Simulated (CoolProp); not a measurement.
R21 along the isotherm 473 K: density (kg/m³) from the reference equation and from simpler models built on Tc = 452.7 K, pc = 5.289 MPa, ω = 0.206; each cubic takes its own stable root.

Values from CoolProp's reference Helmholtz-energy equation of state, Platzer 1990. This equation is an older, rougher fit; its heat capacities, sound speeds and derivatives of the liquid may be far off and weren't checked against measurements.

```
p (MPa)          phase  reference  ideal gas  van der Waals  Soave-Redlich-Kwong  Peng-Robinson
-------  -------------  ---------  ---------  -------------  -------------------  -------------
0.567              gas      15.32      14.84          15.29                15.33          15.39
1.13               gas      31.62      29.57          31.46                31.64          31.91
1.7                gas      49.45      44.49          49.03                49.47          50.10
2.27               gas      68.94      59.41          68.10                68.88          70.09
2.83               gas      90.12      74.06          88.65                89.88          91.89
3.4                gas      114.4      88.98          112.0                113.7          116.9
3.97               gas      142.4      103.9          138.7                140.9          145.6
4.53               gas      175.1      118.6          169.9                172.1          178.9
5.1                gas      216.6      133.5          210.1                210.6          220.5
5.67     supercritical      272.3      148.4          268.7                260.4          274.6
6.23     supercritical      353.3      163.0          383.9                329.9          350.0
6.8      supercritical      478.1      178.0          483.7                431.2          459.7
7.37     supercritical      604.4      192.9          528.0                522.3          562.2
7.93     supercritical      683.4      207.5          556.4                580.9          630.0
```
